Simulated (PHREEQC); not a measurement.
Consider water at 20 °C with 0.22 mol NaHCO3, 0.0043 mol Na2CO3 and 0.06 mol NaCl per kg of water. Closed to the air; pH follows from the charge balance.

Equilibrium calculation in PHREEQC: ion-association model, phreeqc.dat.

```
Quantity                      Value
--------------------  -------------
pH                             8.16
ionic strength        0.273 mol/kgw
activity of water             0.991
specific conductance    18600 µS/cm
density                 1.015 g/cm³
total alkalinity         229 meq/kg
```

```json
[
 {"species": "Na+", "molality": "0.270", "activity": "0.198", "log γ": "-0.133"},
 {"species": "HCO3-", "molality": "0.200", "activity": "0.146", "log γ": "-0.137"},
 {"species": "Cl-", "molality": "0.0600", "activity": "0.0417", "log γ": "-0.158"},
 {"species": "NaHCO3", "molality": "0.0157", "activity": "0.0167", "log γ": "0.027"},
 {"species": "NaCO3-", "molality": "0.00344", "activity": "0.00254", "log γ": "-0.132"},
 {"species": "CO3-2", "molality": "0.00315", "activity": "0.000889", "log γ": "-0.549"},
 {"species": "CO2", "molality": "0.00229", "activity": "0.00244", "log γ": "0.027"},
 {"species": "OH-", "molality": "1.44e-6", "activity": "9.83e-7", "log γ": "-0.165"},
 {"species": "(CO2)2", "molality": "8.67e-8", "activity": "9.24e-8", "log γ": "0.027"},
 {"species": "H+", "molality": "8.76e-9", "activity": "6.90e-9", "log γ": "-0.104"}
]
```

This is a speciation only: nothing precipitates in the calculation. Complexes and solids missing from the database can't appear.
